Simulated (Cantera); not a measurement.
An isothermal, constant-pressure homogeneous reactor starts with H2 : O2 = 0.14 : 1 (molar parts), at 975 K and 20.0 Torr.

Detailed kinetics in Cantera: GRI-Mech 3.0 (53 species, 325 reactions). Radical loss at walls, strong at low pressure, is not modelled. The temperature is held fixed by assumption; the heat of reaction is taken as removed at once.

x: mole fraction; the columns are a selection and need not sum to one.

```csv
t (s),x H2,x O2,x H2O,x O,x H,x HO2
9.00e-6,0.123,0.877,<1e-12,<1e-12,8.91e-12,9.34e-12
2.88e-5,0.123,0.877,1.65e-12,4.25e-12,2.70e-11,3.00e-11
9.19e-5,0.123,0.877,3.47e-11,3.74e-11,9.09e-11,9.70e-11
0.000294,0.123,0.877,8.53e-10,4.62e-10,6.67e-10,3.32e-10
0.000939,0.123,0.877,2.29e-7,9.54e-8,1.28e-7,(withheld)
0.00300,0.0289,0.838,0.0758,0.0187,0.0343,(withheld)
0.00959,0.000829,0.867,0.129,0.00207,0.000528,(withheld)
0.0306,8.30e-5,0.869,0.131,0.000156,8.97e-6,(withheld)
0.0979,9.41e-6,0.869,0.131,1.76e-5,3.46e-7,(withheld)
0.313,8.57e-7,0.869,0.131,2.68e-6,2.06e-8,(withheld)
1.00,7.69e-8,0.869,0.131,5.36e-7,1.81e-9,(withheld)
```

Problem. Complete the blanks.

Solution. 
- 0.000939, x HO2: 7.74e-9
- 0.00300, x HO2: 2.32e-5
- 0.00959, x HO2: 1.67e-5
- 0.0306, x HO2: 4.18e-6
- 0.0979, x HO2: 7.91e-7
- 0.313, x HO2: 1.43e-7
- 1.00, x HO2: 3.06e-8
